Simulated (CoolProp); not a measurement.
The fluoroketone C6F12O (FK-5-1-12) along the isobar 10.5 MPa: density (kg/m³) from the reference equation and from simpler models built on Tc = 441.8 K, pc = 1.869 MPa, ω = 0.471; each cubic takes its own stable root.

The numbers come from the reference Helmholtz-energy equation of state, McLinden 2015 in CoolProp.

```json
[
 {"T (K)": "292", "phase": "liquid", "reference": "1662"},
 {"T (K)": "318", "phase": "liquid", "reference": "1595"},
 {"T (K)": "344", "phase": "liquid", "reference": "1526"},
 {"T (K)": "370", "phase": "liquid", "reference": "1454"},
 {"T (K)": "396", "phase": "liquid", "reference": "1379"},
 {"T (K)": "422", "phase": "liquid", "reference": "1301"},
 {"T (K)": "448", "phase": "supercritical", "reference": "1219"},
 {"T (K)": "474", "phase": "supercritical", "reference": "1133"},
 {"T (K)": "500", "phase": "supercritical", "reference": "1045"}
]
```

Q: How far does each simpler model (van der Waals, Redlich-Kwong, Soave-Redlich-Kwong, Peng-Robinson) lie from the reference over these 9 states: mean and median of the absolute difference, and the worst?

A: 
- van der Waals: mean 29.8 %, median 31.0 %, worst -36.8 % at 292 K and 10.5 MPa
- Redlich-Kwong: mean 7.3 %, median 8.0 %, worst -10.6 % at 292 K and 10.5 MPa
- Soave-Redlich-Kwong: mean 6.3 %, median 6.2 %, worst -7.1 % at 292 K and 10.5 MPa
- Peng-Robinson: mean 4.5 %, median 5.0 %, worst +5.7 % at 370 K and 10.5 MPa
